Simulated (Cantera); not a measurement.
# Adiabatic ignition

An adiabatic, constant-volume homogeneous reactor starts with CH4 : CO : O2 : N2 = 1 : 0.32 : 1.21 : 4.57 (molar parts), equivalence ratio 1.8, at 1525 K and 3.10 bar.

Model: GRI-Mech 3.0 (53 species, 325 reactions), integrated in Cantera.

```
t (s)     T (K)  P (bar)     x CH4    x CO      x O2   x H2O2     x NO2      x H2
--------  -----  -------  --------  ------  --------  -------  --------  --------
2.00e-6    1525     3.10     0.141  0.0451     0.170  1.80e-8    <1e-12   2.97e-7
4.85e-6    1525     3.10     0.141  0.0451     0.170  6.23e-8    <1e-12   7.96e-7
1.18e-5    1525     3.10     0.141  0.0451     0.170  1.41e-7    <1e-12   2.33e-6
2.85e-5    1525     3.10     0.141  0.0451     0.170  2.02e-7    <1e-12   8.49e-6
6.91e-5    1525     3.10     0.141  0.0450     0.170  2.71e-7    <1e-12   4.28e-5
0.000168   1530     3.11     0.139  0.0451     0.170  6.47e-7    <1e-12  0.000262
0.000406   1579     3.22     0.130  0.0467     0.163  3.91e-6  2.18e-12   0.00314
0.000985   2937     6.72  3.00e-11   0.138  0.000398  1.14e-7   1.10e-7    0.0984
0.00239    2936     6.72  3.00e-11   0.138  0.000397  1.14e-7   1.12e-7    0.0984
0.00579    2936     6.72  3.00e-11   0.138  0.000397  1.14e-7   1.12e-7    0.0984
0.0140     2936     6.72  3.00e-11   0.138  0.000397  1.14e-7   1.12e-7    0.0984
0.0340     2936     6.72  3.00e-11   0.138  0.000397  1.14e-7   1.12e-7    0.0984
0.0825     2936     6.72  3.00e-11   0.138  0.000397  1.14e-7   1.12e-7    0.0984
0.200      2936     6.72  3.00e-11   0.138  0.000397  1.14e-7   1.12e-7    0.0984
```
x: mole fraction; the columns are a selection and need not sum to one.

```yaml
time_of_steepest_temperature_rise: 0.509 ms
temperature at 0.200 s: 2936 K
equilibrium_temperature: 2936 K
x(CH4) at 0.200 s: 3.00e-11 (gas-phase equilibrium 3.41e-11)
x(CO) at 0.200 s: 0.138 (gas-phase equilibrium 0.138)
x(O2) at 0.200 s: 0.000397 (gas-phase equilibrium 0.000397)
```
